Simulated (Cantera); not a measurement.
## C3H6 + O2 (carbon deposition, reforming and gasification)

A closed system holds: 1 mol C3H6, 1.4 mol O2, equilibrated at 10.0 Torr.

These are equilibrium values from Cantera (NASA tables, ideal gas, pure condensed phases), not measurements of a reactor. Candidate condensed phases: C, C6H6, C7H8, C8H18, H2O; 110 gas species. Rates play no part.

From 1300 °C to 2200 °C the condensed part is C(graphite). The main C-bearing gas is CO throughout.

```json
[
 {"T (°C)": "1300", "x H2": "0.517", "x CO": "0.483", "x H": "0.000253", "x C2H2 (acetylene)": "1.07e-5", "x C2H": "1.51e-11", "x C3": "<1e-12", "x C4H2": "8.50e-11", "x C": "<1e-12", "n C(graphite)": "0.200"},
 {"T (°C)": "1400", "x H2": "0.517", "x CO": "0.483", "x H": "0.000709", "x C2H2 (acetylene)": "2.94e-5", "x C2H": "1.98e-10", "x C3": "<1e-12", "x C4H2": "6.54e-10", "x C": "<1e-12", "n C(graphite)": "0.200"},
 {"T (°C)": "1500", "x H2": "0.516", "x CO": "0.482", "x H": "0.00177", "x C2H2 (acetylene)": "7.22e-5", "x C2H": "1.93e-9", "x C3": "3.72e-12", "x C4H2": "3.98e-9", "x C": "9.14e-12", "n C(graphite)": "0.199"},
 {"T (°C)": "1600", "x H2": "0.514", "x CO": "0.482", "x H": "0.00401", "x C2H2 (acetylene)": "0.000160", "x C2H": "1.47e-8", "x C3": "7.32e-11", "x C4H2": "1.99e-8", "x C": "1.23e-10", "n C(graphite)": "0.198"},
 {"T (°C)": "1700", "x H2": "0.511", "x CO": "0.481", "x H": "0.00835", "x C2H2 (acetylene)": "0.000327", "x C2H": "9.12e-8", "x C3": "1.06e-9", "x C4H2": "8.40e-8", "x C": "1.27e-9", "n C(graphite)": "0.196"},
 {"T (°C)": "1800", "x H2": "0.504", "x CO": "0.479", "x H": "0.0162", "x C2H2 (acetylene)": "0.000618", "x C2H": "4.71e-7", "x C3": "1.18e-8", "x C4H2": "3.06e-7", "x C": "1.04e-8", "n C(graphite)": "0.193"},
 {"T (°C)": "1900", "x H2": "0.494", "x CO": "0.476", "x H": "0.0294", "x C2H2 (acetylene)": "0.00109", "x C2H": "2.08e-6", "x C3": "1.04e-7", "x C4H2": "9.78e-7", "x C": "7.04e-8", "n C(graphite)": "0.187"},
 {"T (°C)": "2000", "x H2": "0.477", "x CO": "0.471", "x H": "0.0503", "x C2H2 (acetylene)": "0.00180", "x C2H": "7.99e-6", "x C3": "7.57e-7", "x C4H2": "2.77e-6", "x C": "4.02e-7", "n C(graphite)": "0.178"},
 {"T (°C)": "2100", "x H2": "0.453", "x CO": "0.463", "x H": "0.0814", "x C2H2 (acetylene)": "0.00278", "x C2H": "2.70e-5", "x C3": "4.63e-6", "x C4H2": "7.04e-6", "x C": "1.98e-6", "n C(graphite)": "0.166"},
 {"T (°C)": "2200", "x H2": "0.418", "x CO": "0.453", "x H": "0.125", "x C2H2 (acetylene)": "0.00403", "x C2H": "8.16e-5", "x C3": "2.44e-5", "x C4H2": "1.60e-5", "x C": "8.58e-6", "n C(graphite)": "0.148"}
]
```
x: gas mole fraction; n: condensed amount in mol.
